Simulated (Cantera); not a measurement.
Input: 1 mol Si, 1.7 mol H2O, 120 mol H2, 4.4 mol CO, at 4100 Pa.

These are equilibrium values from Cantera (NASA tables, ideal gas, pure condensed phases), not measurements of a reactor. Candidate condensed phases: C, C6H6, C7H8, C8H18, H2O, Si, SiC, SiO2; 123 gas species. The tables hold silica as quartz up to 1696 K and as liquid above; real silica turns to tridymite and cristobalite and melts near 1996 K. Equilibrium is a limit: real reactors are often held back by kinetics, nucleation or transport.

x: gas mole fraction; n: condensed amount in mol.

| T (K) | x H2 | x CH4 | x H2O | x CO | x CO2 | x H | n SiO2(α-quartz) | n SiO2(β-quartz) | n C(graphite) |
|---|---|---|---|---|---|---|---|---|---|
| 700 | 0.928 | 0.0371 | 0.0345 | 0.000262 | 9.15e-5 | <1e-12 | 1.00 | 0 | 0 |
| 750 | 0.932 | 0.0341 | 0.0310 | 0.00267 | 0.000543 | (withheld) | 1.00 | 0 | 0 |
| 800 | 0.943 | 0.0242 | 0.0207 | 0.0113 | 0.00105 | (withheld) | 1.00 | 0 | 0 |
| 850 | 0.954 | 0.0135 | 0.0103 | 0.0217 | 0.000714 | (withheld) | 0 | 1.00 | 0 |
| 900 | 0.960 | 0.00713 | 0.00442 | 0.0280 | 0.000296 | (withheld) | 0 | 1.00 | 0 |
| 950 | 0.963 | 0.00422 | 0.00172 | 0.0309 | 9.88e-5 | (withheld) | 0 | 1.00 | 0 |
| 1000 | 0.964 | 0.00302 | 0.000603 | 0.0321 | 2.88e-5 | (withheld) | 0 | 1.00 | 0 |
| 1050 | 0.965 | 0.00219 | 0.000233 | 0.0324 | 9.21e-6 | (withheld) | 0 | 1.00 | 0.0560 |
| 1100 | 0.966 | 0.00137 | 0.000115 | 0.0325 | 3.83e-6 | (withheld) | 0 | 1.00 | 0.142 |
| 1150 | 0.966 | 0.000896 | 6.05e-5 | 0.0326 | 1.71e-6 | (withheld) | 0 | 1.00 | 0.195 |

Q: Complete the blanks.

A: 
- 750, x H: 1.51e-12
- 800, x H: 1.39e-11
- 850, x H: 9.88e-11
- 900, x H: 5.66e-10
- 950, x H: 2.70e-9
- 1000, x H: 1.10e-8
- 1050, x H: 3.94e-8
- 1100, x H: 1.25e-7
- 1150, x H: 3.62e-7
